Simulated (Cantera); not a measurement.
An isothermal, constant-pressure homogeneous reactor starts with H₂ : O₂ : N₂ = 0.76 : 1 : 6.1 (molar parts), at 1248 K and 458 Torr.

Computed with Cantera and GRI-Mech 3.0 (53 species, 325 reactions). The temperature is held fixed by assumption; the heat of reaction is taken as removed at once.

x: mole fraction; the columns are a selection and need not sum to one.

| t (s) | x H₂ | x O₂ | x HO₂ | x H | x NO |
|---|---|---|---|---|---|
| 0.000200 | ___ | 0.0827 | 3.14e-5 | 0.00382 | 5.67e-6 |
| 0.000629 | ___ | 0.0828 | 1.11e-5 | 4.62e-5 | 5.88e-6 |
| 0.00198 | ___ | 0.0828 | 1.74e-6 | 1.34e-6 | 5.83e-6 |
| 0.00621 | ___ | 0.0829 | 2.98e-7 | 8.25e-8 | 5.82e-6 |
| 0.0195 | ___ | 0.0829 | 6.92e-8 | 8.74e-9 | 5.85e-6 |
| 0.0614 | ___ | 0.0829 | 2.14e-8 | 1.27e-9 | 5.88e-6 |
| 0.193 | ___ | 0.0829 | 1.10e-8 | 2.42e-10 | 5.88e-6 |
| 0.607 | ___ | 0.0829 | 9.86e-9 | 8.80e-11 | 5.88e-6 |
| 1.91 | 1.52e-8 | 0.0829 | 9.94e-9 | 7.46e-11 | 5.87e-6 |
| 6.00 | 1.51e-8 | 0.0829 | 9.94e-9 | 7.40e-11 | 5.87e-6 |

Fill in the missing entries.


- 0.000200, x H₂: 0.00319
- 0.000629, x H₂: 0.000234
- 0.00198, x H₂: 2.03e-5
- 0.00621, x H₂: 2.30e-6
- 0.0195, x H₂: 4.13e-7
- 0.0614, x H₂: 1.04e-7
- 0.193, x H₂: 3.31e-8
- 0.607, x H₂: 1.68e-8
